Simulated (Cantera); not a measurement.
Input: 1 mol C₃H₈, 0.63 mol NH₃, 47 mol N₂, held at 1.00 bar.

Cantera equilibrium calculation (NASA polynomials, part measured and part estimated; ideal gas, pure solids and liquids). Candidate condensed phases: C, C₆H₆, C₇H₈, C₈H₁₈; 92 gas species. The numbers say what is thermodynamically allowed, not how fast it happens.

Q: At 2373 K, list the 4 most abundant gas species with their mole fractions, and the condensed phases.

A: N₂ 0.896, H₂ 0.0842, HCN 0.0139, H 0.00405. Condensed: C(graphite).
